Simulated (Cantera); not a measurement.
A perfectly stirred reactor is fed with C2H6 : N2 = 1 : 12 (molar parts), at 3800 Pa; it is held at 1825 K, and followed from long to short residence time.

Computed with Cantera and GRI-Mech 3.0 (53 species, 325 reactions). GRI-Mech 3.0 stops at C3 and has no aromatics, soot or wall deposition, so with more carbon than oxygen in the feed, carbon stays in small species such as C2H2 where larger ones or solid carbon would form. Radical loss at walls, strong at low pressure, is not modelled.

Problem. What does this change do: pressure from 3800 Pa to 76000 Pa?

Solution. 
```json
[
 {"quantity": "x(C2H6) at τ = 21.0 s", "before": "3.36e-7", "after": "9.99e-8"},
 {"quantity": "x(H) at τ = 21.0 s", "before": "0.000875", "after": "0.000186"},
 {"quantity": "x(C2H2) at τ = 21.0 s", "before": "0.0656", "after": "0.0660"},
 {"quantity": "x(C2H) at τ = 21.0 s", "before": "4.23e-6", "after": "9.06e-7"},
 {"quantity": "x(HCN) at τ = 21.0 s", "before": "0.00135", "after": "0.000307"},
 {"quantity": "x(C2H6) at τ = 0.140 s", "before": "4.37e-5", "after": "1.15e-5"},
 {"quantity": "x(H) at τ = 0.140 s", "before": "0.00114", "after": "0.000221"},
 {"quantity": "x(C2H2) at τ = 0.140 s", "before": "0.0631", "after": "0.0634"},
 {"quantity": "x(C2H) at τ = 0.140 s", "before": "5.68e-6", "after": "1.10e-6"},
 {"quantity": "x(HCN) at τ = 0.140 s", "before": "0.000156", "after": "2.63e-5"}
]
```

Problem. What does this change do: temperature 1825 to 1498 K?

Solution. 
```json
[
 {"quantity": "x(C2H6) at τ = 21.0 s", "before": "3.36e-7", "after": "1.26e-5"},
 {"quantity": "x(H) at τ = 21.0 s", "before": "0.000875", "after": "7.17e-5"},
 {"quantity": "x(C2H2) at τ = 21.0 s", "before": "0.0656", "after": "0.0635"},
 {"quantity": "x(C2H) at τ = 21.0 s", "before": "4.23e-6", "after": "6.84e-8"},
 {"quantity": "x(HCN) at τ = 21.0 s", "before": "0.00135", "after": "1.92e-6"},
 {"quantity": "x(C2H6) at τ = 0.140 s", "before": "4.37e-5", "after": "0.000939"},
 {"quantity": "x(H) at τ = 0.140 s", "before": "0.00114", "after": "0.000158"},
 {"quantity": "x(C2H2) at τ = 0.140 s", "before": "0.0631", "after": "0.0520"},
 {"quantity": "x(C2H) at τ = 0.140 s", "before": "5.68e-6", "after": "1.57e-7"},
 {"quantity": "x(HCN) at τ = 0.140 s", "before": "0.000156", "after": "6.64e-7"}
]
```
